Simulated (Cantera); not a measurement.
Input (Python, Cantera) and output of one run.

```python
import numpy as np
import cantera as ct

gas_names = """
    CL CL2 H HCL H2 N NH NH2 NH3 N2 N2H2 N2H4 Si SiCL SiCL2 SiCL3 SiCL4 SiH SiHCL3 SiH2 SiH2CL2 SiH3
    SiH3CL SiH4 SiN Si2 Si2N Si3
""".split()
cond_names = """
    NH4CL(a) NH4CL(b) Si(cr) Si(L) Si3N4(a)
""".split()


# ... load() reads the species with a 1 bar reference pressure and builds the phases ...
atoms = {
    'SiCl4': {'Si': 1, 'CL': 4},
    'NH3': {'N': 1, 'H': 3},
    'N2': {'N': 2},
}
top_T = {'Si3N4(a)': 2400}  # K; cautious upper limits of use, not melting points


# ... equilibrate(T, P, feed) seeds the gas with the atoms and calls Mixture.equilibrate('TP', solver="vcs", rtol=1e-11, max_steps=5000) ...
results = []
feed = {'SiCl4': 1, 'NH3': 33, 'N2': 60}  # mol
T = 1948.15  # K
P = 13332.2  # Pa
mix = equilibrate(T, P, feed)
results.append((T, P, feed, dict(zip(mix.species_names, mix.species_moles))))
x = sorted(zip(gas.X, gas.species_names), reverse=True)
print(f"T = {T:g} K  P = {P:g} Pa  gas = {mix.phase_moles(0):.4g} mol")
print("   x: " + "  ".join(f"{s} {v:.3e}" for v, s in x if v > 0.001))
print("   condensed (mol): " + ("  ".join(f"{mix.phase(i).name} {mix.phase_moles(i):.4g}"
      for i in range(1, mix.n_phases) if mix.phase_moles(i) > 1e-12) or "none"))
```

Result:

```
T = 1948.15 K  P = 13332.2 Pa  gas = 128.2 mol
   x: N2 5.969e-01  H2 3.735e-01  HCL 2.347e-02  SiCL2 3.757e-03  H 1.893e-03
   condensed (mol): Si(L) 0.467
```

These are equilibrium values from Cantera (NASA tables, ideal gas, pure condensed phases), not measurements of a reactor. The tables' values for SiCl, SiCl3, SiN are old estimates; treat these amounts as uncertain. Gases not in the tables: Si2H6 and higher silanes.
